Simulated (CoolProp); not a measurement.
Aqueous methanol as a coolant, at 5 °C, 1 atm.

Values from CoolProp's Melinder's fits for secondary coolants.

```json
[
 {"mass %": "1.3", "freezing point (°C)": "-0.7", "Prandtl number": "11.9", "conductivity (W/(m K))": "0.563", "density (kg/m³)": "997.5", "viscosity (mPa s)": "1.59"},
 {"mass %": "5.9", "freezing point (°C)": "-3.6", "Prandtl number": "14.7", "conductivity (W/(m K))": "0.538", "density (kg/m³)": "989.9", "viscosity (mPa s)": "1.86"},
 {"mass %": "10.5", "freezing point (°C)": "-6.9", "Prandtl number": "17.5", "conductivity (W/(m K))": "0.514", "density (kg/m³)": "983.4", "viscosity (mPa s)": "2.13"},
 {"mass %": "15", "freezing point (°C)": "-10.6", "Prandtl number": "20.3", "conductivity (W/(m K))": "0.492", "density (kg/m³)": "977.6", "viscosity (mPa s)": "2.39"},
 {"mass %": "19.6", "freezing point (°C)": "-14.7", "Prandtl number": "23.0", "conductivity (W/(m K))": "0.469", "density (kg/m³)": "971.9", "viscosity (mPa s)": "2.63"},
 {"mass %": "24.2", "freezing point (°C)": "-19.3", "Prandtl number": "25.3", "conductivity (W/(m K))": "0.448", "density (kg/m³)": "966.0", "viscosity (mPa s)": "2.83"},
 {"mass %": "28.8", "freezing point (°C)": "-24.3", "Prandtl number": "27.3", "conductivity (W/(m K))": "0.426", "density (kg/m³)": "959.9", "viscosity (mPa s)": "2.96"},
 {"mass %": "33.4", "freezing point (°C)": "-29.8", "Prandtl number": "28.7", "conductivity (W/(m K))": "0.406", "density (kg/m³)": "953.3", "viscosity (mPa s)": "3.03"},
 {"mass %": "38", "freezing point (°C)": "-35.9", "Prandtl number": "29.5", "conductivity (W/(m K))": "0.386", "density (kg/m³)": "946.3", "viscosity (mPa s)": "3.03"},
 {"mass %": "42.5", "freezing point (°C)": "-42.4", "Prandtl number": "29.6", "conductivity (W/(m K))": "0.368", "density (kg/m³)": "938.9", "viscosity (mPa s)": "2.98"},
 {"mass %": "47.1", "freezing point (°C)": "-49.6", "Prandtl number": "29.2", "conductivity (W/(m K))": "0.351", "density (kg/m³)": "930.8", "viscosity (mPa s)": "2.88"}
]
```
